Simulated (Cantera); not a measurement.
A closed system holds: 1 mol BN, 7.2 mol F₂, 67 mol H₂, 4 mol NF₃, held at 1075 K and 0.550 bar.

These are equilibrium values from Cantera (NASA tables, ideal gas, pure condensed phases), not measurements of a reactor. Candidate condensed phases: B, BN; 31 gas species. The numbers say what is thermodynamically allowed, not how fast it happens.

Base state: H₂ 0.673, HF 0.285, N₂ 0.0304, BF₃ 0.0122, NH₃ 1.94e-5 (mole fractions); condensed: gas only.

What changes in the equilibrium state with this change: H₂ from 67 to 2.2 mol?


```
species   before    after
-------  -------  -------
F₂         <1e-9    0.409
HF         0.285    0.233
F          <1e-9    0.169
H₂         0.673    <1e-9
BF₃       0.0122   0.0530
N₂        0.0304    0.129
NF₃        <1e-9  0.00714
NH₃      1.94e-5    <1e-9
```

What changes in the equilibrium state with this change: H₂ from 67 to 0.75 mol?


```csv
species,before,after
F₂,<1e-9,0.518
F,<1e-9,0.190
N₂,0.0304,0.138
H₂,0.673,<1e-9
HF,0.285,0.0861
NF₃,<1e-9,0.0105
BF₃,0.0122,0.0574
NH₃,1.94e-5,<1e-9
```
